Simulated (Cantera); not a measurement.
An isothermal, constant-pressure homogeneous reactor starts with NO : N2 = 1 : 0.34 (molar parts), at 1500 K and 1.00 atm.

Detailed kinetics in Cantera: GRI-Mech 3.0 (53 species, 325 reactions).

x: mole fraction; the columns are a selection and need not sum to one.

```json
[
 {"t (s)": "3.00e-5", "x NO": "0.746", "x N2O": "1.56e-7", "x N2": "0.254", "x O2": "3.50e-11", "x NO2": "1.26e-7", "x O": "2.98e-8"},
 {"t (s)": "0.000188", "x NO": "0.746", "x N2O": "…", "x N2": "0.254", "x O2": "3.43e-10", "x NO2": "…", "x O": "3.04e-8"},
 {"t (s)": "0.00117", "x NO": "0.746", "x N2O": "5.98e-6", "x N2": "0.254", "x O2": "5.72e-9", "x NO2": "6.14e-6", "x O": "3.36e-8"},
 {"t (s)": "0.00733", "x NO": "0.746", "x N2O": "3.44e-5", "x N2": "0.254", "x O2": "2.47e-7", "x NO2": "4.11e-5", "x O": "5.39e-8"},
 {"t (s)": "0.0458", "x NO": "0.746", "x N2O": "0.000135", "x N2": "0.254", "x O2": "2.86e-5", "x NO2": "0.000283", "x O": "1.73e-7"},
 {"t (s)": "0.286", "x NO": "0.743", "x N2O": "0.000186", "x N2": "0.255", "x O2": "0.00109", "x NO2": "0.000596", "x O": "3.08e-7"},
 {"t (s)": "1.79", "x NO": "0.728", "x N2O": "0.000178", "x N2": "0.263", "x O2": "0.00852", "x NO2": "0.000926", "x O": "4.69e-7"},
 {"t (s)": "11.2", "x NO": "0.645", "x N2O": "0.000139", "x N2": "0.304", "x O2": "0.0494", "x NO2": "0.00172", "x O": "9.46e-7"},
 {"t (s)": "70.0", "x NO": "…", "x N2O": "…", "x N2": "…", "x O2": "…", "x NO2": "…", "x O": "…"}
]
```

**Question.** Fill in the missing entries.

**Answer.** 
- 0.000188, x N2O: 9.70e-7
- 0.000188, x NO2: 9.45e-7
- 70.0, x NO: 0.375
- 70.0, x N2O: 4.66e-5
- 70.0, x N2: 0.439
- 70.0, x O2: 0.184
- 70.0, x NO2: 0.00189
- 70.0, x O: 1.76e-6
